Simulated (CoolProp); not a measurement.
Vapour-liquid equilibrium of ethane (1) + n-perfluorobutane (2) at 277.5 K; x and y are mole fractions of (1).

The numbers come from the multi-fluid Helmholtz-energy mixture model, Bücker 2006 and Gao 2022; pair parameters Bell 2016 in CoolProp.

```csv
x,"bubble pressure, mixture model (MPa)","bubble pressure, Raoult's law (MPa)","y, mixture model","y, Raoult's law"
0.05,0.3019,0.2559,0.564,0.517
0.15,0.6511,0.5076,0.796,0.782
0.25,?,0.7594,0.862,0.872
0.35,1.233,1.011,?,0.916
0.45,?,1.263,0.910,0.943
0.55,1.630,1.515,0.923,0.961
0.65,1.805,1.766,?,0.974
0.75,?,2.018,0.948,0.984
0.85,2.218,2.270,?,0.991
0.95,?,2.522,?,0.997
```

Question: What belongs in the gaps?

Answer: 
- 0.25, bubble pressure, mixture model (MPa): 0.9687
- 0.35, y, mixture model: 0.892
- 0.45, bubble pressure, mixture model (MPa): 1.448
- 0.65, y, mixture model: 0.935
- 0.75, bubble pressure, mixture model (MPa): 1.994
- 0.85, y, mixture model: 0.965
- 0.95, bubble pressure, mixture model (MPa): 2.490
- 0.95, y, mixture model: 0.987

The largest gap from Raoult's law is +28.3 % in bubble pressure, at x = 0.15. No azeotrope shows between x = 0.05 and 0.95.

Pair parameters are fitted to limited data, so mixtures are less certain than the pure fluids. The gap from Raoult's law changes sign with composition, which may be real or a fault of the pair parameters; it wasn't checked against measurements.
